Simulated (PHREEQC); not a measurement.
A solution holds 0.13 mol HF and 2.1e-05 mol H4SiO4 per kg of water, at 53 °C. Closed to the air; pH follows from the charge balance.

Equilibrium calculation in PHREEQC: ion-association model, phreeqc.dat.

**Question.** The ionic strength comes out as 0.00928 mol/kgw. What activity coefficients do SiF6-2, HF2-, H+, F- get?

**Answer.** SiF6-2 0.66, HF2- 0.90, H+ 0.91, F- 0.90.

No solid was allowed to form. Away from 25 °C the constants follow the database's enthalpies or fits; those with neither stay at their 25 °C values. SiF6-2 is the database's only silicon fluoride.
